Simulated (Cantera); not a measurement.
Input: 1 mol AlCl3, 0.3 mol NH3, 11 mol N2, equilibrated at 100 Torr.

Equilibrium computed with Cantera from the NASA thermochemical tables; the gas is ideal and each condensed phase is pure. Candidate condensed phases: Al, AlCl3, AlN, NH4Cl; 20 gas species. The numbers say what is thermodynamically allowed, not how fast it happens.

Problem. What share of the Al ends up in condensed phases as a function of T (°C), at 1075, 1125, 1175, 1225, 1275, 1325, 1375?

Solution. 
```
T (°C)  Al condensed (%)      as
------  ----------------  ------
1075                10.1  AlN(s)
1125                 9.7  AlN(s)
1175                 9.1  AlN(s)
1225                 8.1  AlN(s)
1275                 6.3  AlN(s)
1325                 2.9  AlN(s)
1375                 0.0       -
```
